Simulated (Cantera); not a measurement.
Input: 1 mol TiC, 0.041 mol H2, equilibrated at 2473 K and 1.00 bar.

These are equilibrium values from Cantera (NASA tables, ideal gas, pure condensed phases), not measurements of a reactor. Candidate condensed phases: C, C6H6, C7H8, C8H18, Ti, TiC; 77 gas species. TiC: taken at fixed stoichiometry. Kinetics and transport are ignored.

Base state: H2 0.978, H 0.0221, Ti 3.33e-5, C2H2 (acetylene) 1.27e-5 (mole fractions); condensed: TiC(s).

Question: What changes in the equilibrium state with this change: temperature from 2473 K to 1623.15 K?

Answer: 
```json
[
 {"species": "H2", "before": "0.978", "after": "1.000"},
 {"species": "H", "before": "0.0221", "after": "6.92e-5"},
 {"species": "Ti", "before": "3.33e-5", "after": "1.17e-8"},
 {"species": "C2H2 (acetylene)", "before": "1.27e-5", "after": "<1e-9"},
 {"species": "TiC(s), mol", "before": "1.000", "after": "1.00"}
]
```
